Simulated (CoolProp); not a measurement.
The fluid at 371.03 K and 1.26 MPa is throttled through a valve to 0.694 MPa with no heat exchange. The same conditions are run with several fluids, on thermodynamics alone (safety and materials aside).

Computed with CoolProp (reference Helmholtz-energy equation of state of each fluid (propylene: Lemmon 2013; ethylene: Smukala 2000; hydrogen sulfide: Lemmon 2006; nitrous oxide: Lemmon 2006; R115: Lemmon 2016)).

**Question.** Rank propylene, ethylene, hydrogen sulfide, nitrous oxide, R115 by temperature change (K), highest first.

**Answer.** ethylene (-3.4), nitrous oxide (-3.8), R115 (-4.9), propylene (-5.6), hydrogen sulfide (-6.1)

```tsv
fluid	final density (kg/m³)
propylene	10.2
ethylene	6.50
hydrogen sulfide	8.02
nitrous oxide	10.2
R115	37.8
```
